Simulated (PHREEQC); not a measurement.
Consider water at 25 °C with 0.13 mol/kgw HF and 0.00018 mol/kgw Na2HPO4. Closed to the air; pH follows from the charge balance.

Equilibrium calculation in PHREEQC: ion-association model, phreeqc.dat.

| Quantity | Result |
|---|---|
| pH | 1.98 |
| ionic strength | 0.0119 mol/kgw |
| total alkalinity | -130 meq/kg |

```json
[
 {"species": "HF", "molality": "0.115", "activity": "0.115", "log γ": "0.001"},
 {"species": "H+", "molality": "0.0115", "activity": "0.0105", "log γ": "-0.042"},
 {"species": "F-", "molality": "0.00820", "activity": "0.00732", "log γ": "-0.049"},
 {"species": "HF2-", "molality": "0.00361", "activity": "0.00323", "log γ": "-0.048"},
 {"species": "Na+", "molality": "0.000359", "activity": "0.000322", "log γ": "-0.048"},
 {"species": "H3PO4", "molality": "0.000104", "activity": "0.000105", "log γ": "0.001"},
 {"species": "H2PO4-", "molality": "7.56e-5", "activity": "6.79e-5", "log γ": "-0.047"},
 {"species": "NaF", "molality": "1.35e-6", "activity": "1.35e-6", "log γ": "0.001"}
]
```

No solid was allowed to form.
